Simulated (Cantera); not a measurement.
An adiabatic, constant-volume homogeneous reactor starts with H₂ : O₂ : N₂ = 1 : 1.47 : 8.68 (molar parts), equivalence ratio 0.34, at 1650 K and 5.00 bar. Integrator tolerance rtol = 1e-08.

Detailed kinetics in Cantera: GRI-Mech 3.0 (53 species, 325 reactions). The hydrogen kinetics of GRI-Mech 3.0 are dated; newer H2 mechanisms differ, most at raised pressure.

Question: What does this change do: N2 8.68 to 4.4 parts?

Answer: 
```
quantity                                                              before                                    after
---------------------------------  -----------------------------------------  ---------------------------------------
time of steepest temperature rise                                    2.94 µs                                  1.77 µs
temperature at 8.00 s                                                 2362 K                                   2682 K
equilibrium temperature                                               2362 K                                   2682 K
x(H₂) at 8.00 s                    0.000355 (gas-phase equilibrium 0.000355)  0.00196 (gas-phase equilibrium 0.00196)
x(O₂) at 8.00 s                        0.0839 (gas-phase equilibrium 0.0839)      0.134 (gas-phase equilibrium 0.134)
x(H₂O) at 8.00 s                       0.0912 (gas-phase equilibrium 0.0912)      0.145 (gas-phase equilibrium 0.145)
x(NO) at 8.00 s                        0.0114 (gas-phase equilibrium 0.0114)    0.0230 (gas-phase equilibrium 0.0230)
x(OH) at 8.00 s                      0.00431 (gas-phase equilibrium 0.00431)    0.0160 (gas-phase equilibrium 0.0160)
```
